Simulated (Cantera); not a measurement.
An isothermal, constant-pressure homogeneous reactor starts with C₂H₆ : N₂ = 1 : 27 (molar parts), at 1673 K and 0.132 atm.

Cantera simulation using GRI-Mech 3.0 (53 species, 325 reactions); the numbers are that mechanism's predictions, not measurements. GRI-Mech 3.0 stops at C3 and has no aromatics, soot or wall deposition, so with more carbon than oxygen in the feed, carbon stays in small species such as C2H2 where larger ones or solid carbon would form.

Question: Predict: x(C₂H) at 60.0 s; x(CH₃) at 60.0 s; x(HCN) at 60.0 s; x(CH₂) at 60.0 s; x(C₂H₄) at 60.0 s.

Answer: 
* **x(C₂H) at 60.0 s**: 1.98e-7 (gas-phase equilibrium 5.16e-8)
* **x(CH₃) at 60.0 s**: 1.63e-6 (gas-phase equilibrium 8.39e-7)
* **x(HCN) at 60.0 s**: 1.51e-5 (gas-phase equilibrium 0.0493)
* **x(CH₂) at 60.0 s**: 2.00e-9 (gas-phase equilibrium 1.03e-9)
* **x(C₂H₄) at 60.0 s**: 1.77e-5 (gas-phase equilibrium 4.60e-6)
